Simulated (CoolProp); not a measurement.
A single-stage vapour-compression cycle with the fluid: evaporating at 254.15 K (dew point), condensing at 311.15 K (bubble point), superheat 0 K, subcooling 8 K, compressor efficiency 0.7, no pressure losses. The same conditions are run with several fluids, on thermodynamics alone (safety and materials aside).

Computed with CoolProp (reference Helmholtz-energy equation of state of each fluid (n-perfluorobutane: Gao 2022; R245ca: Zhou 2016; ammonia: Gao 2020; R236EA: Rui 2013; R227EA: Lemmon 2016; hydrogen chloride: Thol 2018)).

```
fluid              cooling COP  pressure ratio  discharge temperature (K)  refrigerating effect (kJ/kg)  volumetric capacity (kJ/m³)
-----------------  -----------  --------------  -------------------------  ----------------------------  ---------------------------
n-perfluorobutane         2.02            8.21                      311.1                          48.3                          271
R245ca                    2.62            12.9                      328.2                           162                          130
ammonia                   2.55            7.40                      452.2                          1100                         1830
R236EA                    2.50            9.89                      316.5                           117                          275
R227EA                    2.30            7.37                      311.2                          77.5                          589
hydrogen chloride         2.12            4.13                      411.0                           250                         7980
```

The compression ends wet for: n-perfluorobutane; R227EA.
